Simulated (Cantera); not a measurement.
Charge: 1 mol SiH2Cl2, 5.7 mol H2, 0.094 mol C2H2, held at 1950 K and 59.0 mbar.

Equilibrium computed with Cantera from the NASA thermochemical tables; the gas is ideal and each condensed phase is pure. Candidate condensed phases: C, C6H6, C7H8, C8H18, Si, SiC; 109 gas species. Mutual solubility and eutectic melting of coexisting phases are not modelled. The tables' values for SiCl3, SiCl are old estimates; treat these amounts as uncertain. Gases not in the tables: Si2H6 and higher silanes. Rates play no part.

Base state: H2 0.799, HCl 0.136, SiCl2 0.0586, H 0.00422, SiCl3 0.000595, SiCl 0.000566, Cl 0.000537, Si 0.000404 (mole fractions); condensed: Si(l) + SiC(s).

Task: What changes in the equilibrium state with this change: pressure from 59.0 mbar to 1.33 mbar?

Result: 
```json
[
 {"species": "H2", "before": "0.799", "after": "0.762"},
 {"species": "HCl", "before": "0.136", "after": "0.129"},
 {"species": "SiCl2", "before": "0.0586", "after": "0.0555"},
 {"species": "H", "before": "0.00422", "after": "0.0274"},
 {"species": "Si", "before": "0.000404", "after": "0.0179"},
 {"species": "SiHCl3", "before": "1.56e-5", "after": "3.17e-7"},
 {"species": "Si2", "before": "3.70e-6", "after": "0.000164"},
 {"species": "Si2C", "before": "8.90e-6", "after": "0.000394"},
 {"species": "Si3", "before": "8.13e-7", "after": "3.60e-5"},
 {"species": "Si(l), mol", "before": "0.340", "after": "0.178"},
 {"species": "SiC(s), mol", "before": "0.188", "after": "0.185"}
]
```
The tables' values for SiCl, SiCl3 are old estimates; treat these amounts as uncertain.

Task: What changes in the equilibrium state with this change: pressure from 59.0 mbar to 0.133 bar?

Result: 
```
species        before     after
-----------  --------  --------
H2              0.799     0.801
HCl             0.136     0.136
SiCl2          0.0586    0.0585
H             0.00422   0.00281
SiCl3        0.000595  0.000891
Si           0.000404  0.000179
SiH2Cl2       6.15e-6   1.39e-5
Si(l), mol      0.340     0.343
SiC(s), mol     0.188     0.188
```
